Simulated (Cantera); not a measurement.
A closed system holds: 1 mol Al2O3, 0.14 mol HI, held at 1352 °C.

Method: chemical equilibrium by Gibbs-energy minimisation in Cantera with the NASA 1993 tables (ideal gas, pure condensed phases). Candidate condensed phases: Al, AlI3, Al2O3, H2O, I2; 25 gas species. Kinetics and transport are ignored.

**Question.** At 390 Torr, list the 7 most abundant gas species with their mole fractions, and the condensed phases.

**Answer.** I 0.433, HI 0.301, H2 0.241, I2 0.0246, H2O 0.000706, AlI3 0.000462, H 4.80e-5. Condensed: Al2O3(s).
